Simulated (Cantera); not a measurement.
An isothermal, constant-pressure homogeneous reactor starts with NH₃ : H₂ = 1 : 7.5 (molar parts), at 1725 K and 0.780 atm. Integrator tolerance rtol = 1e-08.

Detailed kinetics in Cantera: the gas-phase N/H chemistry of the illustrative SiF4/NH3 mechanism in the Surface Chemkin manual (1991). Walls and surfaces, which speed up NH3 decomposition in real reactors, are not modelled.

What does this change do: pressure from 0.780 atm to 0.0484 atm?


| quantity | before | after |
|---|---|---|
| x(NH₃) at 20.0 s | 0.0134 (gas-phase equilibrium 5.68e-6) | 0.0469 (gas-phase equilibrium 3.52e-7) |
| x(H₂) at 20.0 s | 0.940 (gas-phase equilibrium 0.947) | 0.921 (gas-phase equilibrium 0.947) |
| x(N₂) at 20.0 s | 0.0466 (gas-phase equilibrium 0.0526) | 0.0316 (gas-phase equilibrium 0.0526) |
| x(NH) at 20.0 s | 8.41e-8 (gas-phase equilibrium 3.81e-11) | 7.83e-7 (gas-phase equilibrium 3.81e-11) |
| x(H) at 20.0 s | 0.000196 (gas-phase equilibrium 0.000205) | 0.000315 (gas-phase equilibrium 0.000822) |

What does this change do: temperature 1725 to 2275 K?


```
quantity                                             before                                    after
----------------  -----------------------------------------  ---------------------------------------
x(NH₃) at 20.0 s     0.0134 (gas-phase equilibrium 5.68e-6)  2.22e-6 (gas-phase equilibrium 2.22e-6)
x(H₂) at 20.0 s         0.940 (gas-phase equilibrium 0.947)      0.938 (gas-phase equilibrium 0.938)
x(N₂) at 20.0 s       0.0466 (gas-phase equilibrium 0.0526)    0.0524 (gas-phase equilibrium 0.0524)
x(NH) at 20.0 s    8.41e-8 (gas-phase equilibrium 3.81e-11)  1.56e-8 (gas-phase equilibrium 1.56e-8)
x(H) at 20.0 s    0.000196 (gas-phase equilibrium 0.000205)  0.00931 (gas-phase equilibrium 0.00931)
```

What does this change do: pressure from 0.780 atm to 1.38 atm?


```json
[
 {"quantity": "x(NH₃) at 20.0 s", "before": "0.0134 (gas-phase equilibrium 5.68e-6)", "after": "0.0138 (gas-phase equilibrium 1.01e-5)"},
 {"quantity": "x(H₂) at 20.0 s", "before": "0.940 (gas-phase equilibrium 0.947)", "after": "0.940 (gas-phase equilibrium 0.947)"},
 {"quantity": "x(N₂) at 20.0 s", "before": "0.0466 (gas-phase equilibrium 0.0526)", "after": "0.0464 (gas-phase equilibrium 0.0526)"},
 {"quantity": "x(NH) at 20.0 s", "before": "8.41e-8 (gas-phase equilibrium 3.81e-11)", "after": "5.07e-8 (gas-phase equilibrium 3.81e-11)"},
 {"quantity": "x(H) at 20.0 s", "before": "0.000196 (gas-phase equilibrium 0.000205)", "after": "0.000150 (gas-phase equilibrium 0.000154)"}
]
```
